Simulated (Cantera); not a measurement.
Input (Python, Cantera) and output of one run.

```python
import numpy as np
import cantera as ct

gas_names = [...]  # 118 gases of nasa_gas.yaml made of C, Cl, F, H
cond_names = """
    C(gr) C6H6(L) C7H8(L) C8H18(L),n-octa
""".split()


# ... load() reads the species with a 1 bar reference pressure and builds the phases ...
atoms = {
    'CF4': {'C': 1, 'F': 4},
    'HCl': {'H': 1, 'CL': 1},
    'H2': {'H': 2},
}
top_T = {'C(gr)': 4500}  # K; cautious upper limits of use, not melting points


# ... equilibrate(T, P, feed) seeds the gas with the atoms and calls Mixture.equilibrate('TP', solver="vcs", rtol=1e-11, max_steps=5000) ...
results = []
feed = {'CF4': 1, 'HCl': 1, 'H2': 5.3}  # mol
P = 1333.22  # Pa
for T in [2823, 2873, 2923, 2973, 3023, 3073, 3123, 3173]:
    mix = equilibrate(T, P, feed)
    results.append((T, P, feed, dict(zip(mix.species_names, mix.species_moles))))

top = {s: max(r[3][s] / sum(r[3][g] for g in gas_names) for r in results) for s in gas_names}
cols = sorted((s for s in top if top[s] > 0.001), key=lambda s: -top[s])[:9]
seen = [c for c in cond_names if any(r[3].get(c, 0) > 1e-12 for r in results)]
print("log10 of partial pressures in bar; condensed amounts in mol")
print(f"{'T/K':>10s}" + "".join(f"{s[:9]:>10s}" for s in cols + seen))
for T, P, feed, n in results:
    ng = sum(n[g] for g in gas_names)
    print(f"{T:10.4g}" + "".join(f"{np.log10(max(n[s] / ng * P / 1e5, 1e-99)):10.3f}" for s in cols)
          + "".join(f"{n.get(c, 0):10.4g}" for c in seen))
```

Result:

```
log10 of partial pressures in bar; condensed amounts in mol
       T/K         H        HF        H2        CL       HCL         F        C3         C C2H2,acet     C(gr)
      2823    -2.364    -2.290    -2.623    -3.144    -3.241    -4.388    -4.379    -5.073    -4.067    0.7158
      2873    -2.321    -2.305    -2.685    -3.114    -3.315    -4.253    -4.121    -4.843    -4.059    0.5959
      2923    -2.285    -2.320    -2.755    -3.090    -3.396    -4.120    -3.872    -4.622    -4.061    0.3963
      2973    -2.255    -2.339    -2.835    -3.072    -3.485    -3.989    -3.632    -4.408    -4.075   0.05913
      3023    -2.227    -2.355    -2.911    -3.058    -3.574    -3.861    -3.596    -4.266    -4.219         0
      3073    -2.202    -2.371    -2.991    -3.046    -3.666    -3.734    -3.600    -4.142    -4.390         0
      3123    -2.181    -2.388    -3.075    -3.038    -3.761    -3.610    -3.613    -4.025    -4.568         0
      3173    -2.164    -2.408    -3.161    -3.033    -3.859    -3.490    -3.635    -3.915    -4.752         0
```

These are equilibrium values from Cantera (NASA tables, ideal gas, pure condensed phases), not measurements of a reactor.
